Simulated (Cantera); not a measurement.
Cantera run, input and output.

```python
import numpy as np
import cantera as ct

gas = ct.Solution("gri30.yaml")
gas.TPX = 1473, 33000, {'CH4': 0.28, 'N2': 52}
inlet = ct.Reservoir(gas, clone=True)

reactor = ct.IdealGasConstPressureReactor(gas, energy="off", clone=False)
exhaust = ct.Reservoir(gas, clone=True)
tau = [0.32, 0.15, 0.073, 0.035, 0.017, 0.008, 0.0038, 0.0018, 0.00087, 0.00042, 0.0002][0]
for a, b in ((inlet, reactor), (reactor, exhaust)):
    ct.MassFlowController(a, b, mdot=lambda t: reactor.mass / tau)
net = ct.ReactorNet([reactor])
show = ['CH4', 'CH3', 'C2H2', 'H', 'CH2']

rows = []
print(f"{'tau/s':>10s}{'T/K':>9s}" + "".join(f"{s:>11s}" for s in show))
for tau in [0.32, 0.15, 0.073, 0.035, 0.017, 0.008, 0.0038, 0.0018, 0.00087, 0.00042, 0.0002]:
    net.initial_time = 0.0
    net.advance(30 * tau)
    before = gas.X
    net.advance(40 * tau)
    drift = np.max(np.abs(gas.X - before) / (gas.X + 1e-9))
    rows.append([gas.T, *gas[show].X, drift])
    print(f"{tau:10.3e}{gas.T:9.1f}" + "".join(f"{x:11.3e}" for x in gas[show].X))
```

Result:

```
     tau/s      T/K        CH4        CH3       C2H2          H        CH2
 3.200e-01   1473.0  4.730e-03  2.720e-05  1.965e-04  2.950e-07  5.397e-09
 1.500e-01   1473.0  5.057e-03  2.681e-05  5.891e-05  1.499e-07  4.868e-09
 7.300e-02   1473.0  5.245e-03  2.160e-05  1.036e-05  6.265e-08  3.124e-09
 3.500e-02   1473.0  5.321e-03  1.408e-05  1.020e-06  2.566e-08  1.377e-09
 1.700e-02   1473.0  5.344e-03  8.159e-06  7.801e-08  1.398e-08  4.865e-10
 8.000e-03   1473.0  5.351e-03  4.267e-06  4.553e-09  1.035e-08  1.414e-10
 3.800e-03   1473.0  5.354e-03  2.131e-06  2.499e-10  9.350e-09  3.838e-11
 1.800e-03   1473.0  5.355e-03  1.026e-06  1.281e-11  9.030e-09  1.020e-11
 8.700e-04   1473.0  5.355e-03  4.950e-07  6.891e-13  8.815e-09  2.915e-12
 4.200e-04   1473.0  5.356e-03  2.352e-07  3.593e-14  8.486e-09  8.672e-13
 2.000e-04   1473.0  5.356e-03  1.082e-07  1.702e-15  7.880e-09  2.486e-13
```

Model: GRI-Mech 3.0 (53 species, 325 reactions), integrated in Cantera. GRI-Mech 3.0 stops at C3 and has no aromatics, soot or wall deposition, so with more carbon than oxygen in the feed, carbon stays in small species such as C2H2 where larger ones or solid carbon would form.
